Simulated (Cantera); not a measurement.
Input: 1 mol Zr, 4.8 mol N2, equilibrated at 1502 °C and 0.100 bar.

Method: chemical equilibrium by Gibbs-energy minimisation in Cantera with the NASA 1993 tables (ideal gas, pure condensed phases). Candidate condensed phases: Zr, ZrN; 4 gas species. ZrN: taken at fixed stoichiometry. Equilibrium is a limit: real reactors are often held back by kinetics, nucleation or transport.

Question: What is the equilibrium state?

Answer: 
- x(N2) = 1.00
- n(ZrN(s)) = 1.00 mol
- gas amount = 4.300 mol
- log10 activity of Zr(β) (absent) = -5.44
